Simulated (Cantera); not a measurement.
## Thermodynamics of chlorosilane synthesis and conversion, feed Si + HCl + H2 + Cl2

Input: 1 mol Si, 0.58 mol HCl, 1.4 mol H2, 1.6 mol Cl2, equilibrated at 650 K and 750 Torr.

Method: chemical equilibrium by Gibbs-energy minimisation in Cantera with the NASA 1993 tables (ideal gas, pure condensed phases). Candidate condensed phases: Si; 19 gas species. The numbers say what is thermodynamically allowed, not how fast it happens.

The x(H2) comes out as 0.612 and the x(SiCl4) is 0.303. The x(SiHCl3) is 0.0828 and the x(SiH2Cl2) comes out as 0.00131. The x(HCl) comes out as 0.000182 and the x(SiH3Cl) comes out as 4.26e-6. The x(SiCl3) is 1.76e-6 and the gas amount comes out as 2.580 mol. The log10 activity of Si(s) (absent) is -0.67.
